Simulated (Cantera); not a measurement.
An adiabatic, constant-volume homogeneous reactor starts with CO : H₂ : CH₄ : O₂ : N₂ = 1 : 1 : 0.11 : 1.79 : 12.9 (molar parts), at 1200 K and 760 Torr. Integrator tolerance rtol = 1e-08.

Model: GRI-Mech 3.0 (53 species, 325 reactions), integrated in Cantera.

What does this change do: CH4 0.11 to 0.24 parts?


```csv
quantity,before,after
time of steepest temperature rise,0.113 ms,0.172 ms
temperature at 2.00 s,2378 K,2482 K
equilibrium temperature,2378 K,2482 K
x(CO) at 2.00 s,0.00483 (gas-phase equilibrium 0.00483),0.0110 (gas-phase equilibrium 0.0110)
x(H₂) at 2.00 s,0.000936 (gas-phase equilibrium 0.000936),0.00235 (gas-phase equilibrium 0.00235)
x(CH₄) at 2.00 s,<1e-12 (gas-phase equilibrium <1e-12),<1e-12 (gas-phase equilibrium <1e-12)
x(CH₂) at 2.00 s,<1e-12 (gas-phase equilibrium <1e-12),<1e-12 (gas-phase equilibrium <1e-12)
x(H₂O) at 2.00 s,0.0735 (gas-phase equilibrium 0.0735),0.0863 (gas-phase equilibrium 0.0863)
```
